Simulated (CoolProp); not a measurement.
Dimethyl carbonate at 334.1 K and 0.0095 MPa is throttled through a valve to 0.00228 MPa with no heat exchange. Each further row changes one setting.

Model: reference Helmholtz-energy equation of state, Zhou 2011, in CoolProp.

| case | temperature change (K) | final density (kg/m³) |
|---|---|---|
| as stated | -0.2 | 0.0740 |
| outlet pressure 0.000684 MPa | -0.3 | 0.0222 |
| outlet pressure 0.00296 MPa | -0.2 | 0.0961 |
